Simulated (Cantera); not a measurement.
An adiabatic, constant-pressure homogeneous reactor starts with CH4 : O2 : N2 = 1 : 1.18 : 7.18 (molar parts), equivalence ratio 1.7, at 1050 K and 100000 Pa. Integrator tolerance rtol = 1e-08.

Cantera simulation using GRI-Mech 3.0 (53 species, 325 reactions); the numbers are that mechanism's predictions, not measurements.

Task: What does this change do: pressure from 100000 Pa to 320000 Pa?

Result: 
| quantity | before | after |
|---|---|---|
| temperature at 0.500 s | 1053 K | 2036 K |
| equilibrium temperature | 2034 K | 2036 K |
| x(CH4) at 0.500 s | 0.106 (gas-phase equilibrium 1.60e-11) | 1.44e-10 (gas-phase equilibrium 1.63e-10) |
| x(O2) at 0.500 s | 0.126 (gas-phase equilibrium 2.47e-7) | 7.90e-8 (gas-phase equilibrium 7.91e-8) |
| x(H2) at 0.500 s | 9.19e-5 (gas-phase equilibrium 0.0842) | 0.0843 (gas-phase equilibrium 0.0843) |
| x(CO) at 0.500 s | 0.000102 (gas-phase equilibrium 0.0766) | 0.0766 (gas-phase equilibrium 0.0766) |
| x(H) at 0.500 s | 1.56e-9 (gas-phase equilibrium 0.000597) | 0.000338 (gas-phase equilibrium 0.000338) |
| x(C2H2) at 0.500 s | 1.73e-9 (gas-phase equilibrium <1e-12) | <1e-12 (gas-phase equilibrium <1e-12) |
| x(C2H) at 0.500 s | <1e-12 (gas-phase equilibrium <1e-12) | <1e-12 (gas-phase equilibrium <1e-12) |
| time of steepest temperature rise | not reached | 0.279 s |
